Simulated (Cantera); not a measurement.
An adiabatic, constant-pressure homogeneous reactor starts with 2.78 % CH₄, 0.806 % C₂H₆, 1.08 % C₃H₈, 20.0 % O₂, 75.3 % N₂, equivalence ratio 0.69, at 1025 K and 3750 Torr.

Detailed kinetics in Cantera: GRI-Mech 3.0 (53 species, 325 reactions). GRI-Mech 3.0 was tuned for natural gas; its chemistry of propane as a main component is partial and can be far from experiment.

Q: Predict: time of steepest temperature rise; temperature at 5.00 s; equilibrium temperature; x(CO₂) at 5.00 s; x(H₂O) at 5.00 s.

A: 
```
Property                                                          Result
---------------------------------  -------------------------------------
time of steepest temperature rise                                16.2 ms
temperature at 5.00 s                                             2377 K
equilibrium temperature                                           2377 K
x(CO₂) at 5.00 s                   0.0725 (gas-phase equilibrium 0.0725)
x(H₂O) at 5.00 s                     0.118 (gas-phase equilibrium 0.118)
```
